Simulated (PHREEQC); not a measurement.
A solution holds 1.1 mmol/kgw HF, 5.7 mmol/kgw NaF, 0.039 mmol/kgw (NH4)2SiF6 and 51 mmol/kgw H3PO4, at 25 °C. Closed to the air; pH follows from the charge balance.

Computed with PHREEQC (ion-association model, phreeqc.dat).

No solid was allowed to form.

Problem. What pH, specific conductance, ionic strength does the model give?

Solution. pH 1.90; specific conductance 5350 µS/cm; ionic strength 0.0200 mol/kgw.

Problem. In which forms is F present?

Solution. HF 91 %, F- 5.6 %, SiF6-2 3.3 % of the F.

SiF6-2 is the database's only silicon fluoride.
